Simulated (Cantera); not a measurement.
An isothermal, constant-pressure homogeneous reactor starts with 1.72 % CH4, 98.3 % N2, at 1923 K and 18.8 Torr.

Detailed kinetics in Cantera: GRI-Mech 3.0 (53 species, 325 reactions). GRI-Mech 3.0 stops at C3 and has no aromatics, soot or wall deposition, so with more carbon than oxygen in the feed, carbon stays in small species such as C2H2 where larger ones or solid carbon would form. Radical loss at walls, strong at low pressure, is not modelled.

One state of this run: x CH4 = 0.000736; x C2H2 = 0.00799; x C2H4 = 1.09e-5; x C2H = 1.39e-6; x H2 = 0.0240; x C2H6 = 2.68e-8; x CH2 = 2.29e-6. x: mole fraction; the columns are a selection and need not sum to one.

Task: Which value of t (s) does it belong to?
A) 0.00324
B) 0.106
C) 20.0
D) 0.0185

Result: B, 0.106
